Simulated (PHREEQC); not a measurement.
## Metal-bearing waste water: speciation

Consider water at 25 °C with 0.21 mol FeSO4, 0.23 mol MgSO4, 0.26 mol HCl and 9.4e-05 mol Na2SO4 per kg of water. Closed to the air; pH follows from the charge balance.

The numbers come from PHREEQC with the ion-association model, phreeqc.dat.

The pH comes out as 1.18. The ionic strength comes out as 0.929 mol/kgw and the activity of water comes out as 0.983. The density is 1.056 g/cm³. The total alkalinity is -260 meq/kg.

```csv
species,molality,activity,log γ
Cl-,0.254,0.155,-0.213
HSO4-,0.134,0.105,-0.108
Mg+2,0.120,0.0353,-0.531
Fe+2,0.111,0.0233,-0.678
MgSO4,0.110,0.136,0.093
SO4-2,0.103,0.0164,-0.798
H+,0.0880,0.0656,-0.128
FeSO4,0.0549,0.0680,0.093
FeHSO4+,0.0376,0.0293,-0.108
FeCl+,0.00641,0.00499,-0.108
Na+,0.000172,0.000125,-0.138
NaSO4-,1.57e-5,1.03e-5,-0.181
```

No solid was allowed to form. The ionic strength is past about 0.7 mol/kgw, beyond the range of this activity model, so the values are rough. Complexes and solids missing from the database can't appear.
